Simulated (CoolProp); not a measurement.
Vapour-liquid equilibrium of acetone (1) + n-decane (2) at 0.046 MPa; x and y are mole fractions of (1).

The numbers come from the multi-fluid Helmholtz-energy mixture model, Lemmon 2006 and Lemmon 2006; pair parameters Bell 2016 in CoolProp.

| x | bubble temperature (K) | y at the bubble point | dew temperature at overall composition x (K) | liquid density (mol/L) |
|---|---|---|---|---|
| 0.05 | 376.6 | 0.766 | 416.9 | 4.830 |
| 0.15 | 338.1 | 0.961 | 413.3 | 5.429 |
| 0.25 | 323.8 | 0.984 | 409.3 | 5.952 |
| 0.35 | 317.5 | 0.989 | 404.8 | 6.494 |
| 0.45 | 314.8 | 0.991 | 399.8 | 7.093 |
| 0.55 | 313.6 | 0.992 | 394.1 | 7.781 |
| 0.65 | 312.9 | 0.993 | 387.1 | 8.594 |
| 0.75 | 312.1 | 0.994 | 378.3 | 9.581 |
| 0.85 | 310.8 | 0.995 | 366.0 | 10.81 |
| 0.95 | 309.0 | 0.998 | 342.9 | 12.37 |

No azeotrope shows between x = 0.05 and 0.95.

The pair parameters rest on a limited set of measurements; away from them the model extrapolates. With so large a gap from Raoult's law the liquid may split in two, which this calculation doesn't test in full.
